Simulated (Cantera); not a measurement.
A closed system holds: 1 mol CH₃Cl, 0.063 mol Si, 18 mol H₂, equilibrated at 133 Pa.

Cantera equilibrium calculation (NASA polynomials, part measured and part estimated; ideal gas, pure solids and liquids). Candidate condensed phases: C, C₆H₆, C₇H₈, C₈H₁₈, Si, SiC; 123 gas species. Ions and electrons are included (thermal ionisation). The numbers say what is thermodynamically allowed, not how fast it happens.

Task: Which condensed phases are stable at each of these points (T (K)): 2500, 2750, 3000, 3250, 3500, 3750, 4000, 4250, 4500, 4750, 5000?

Result: 
```tsv
T (K)	condensed phases	Si condensed (%)
2500	C(graphite)	0.0
2750	gas only	0.0
3000	gas only	0.0
3250	gas only	0.0
3500	gas only	0.0
3750	gas only	0.0
4000	gas only	0.0
4250	gas only	0.0
4500	gas only	0.0
4750	gas only	0.0
5000	gas only	0.0
```

At 2500 K the condensed part is C(graphite). From 2750 K to 5000 K nothing is condensed.
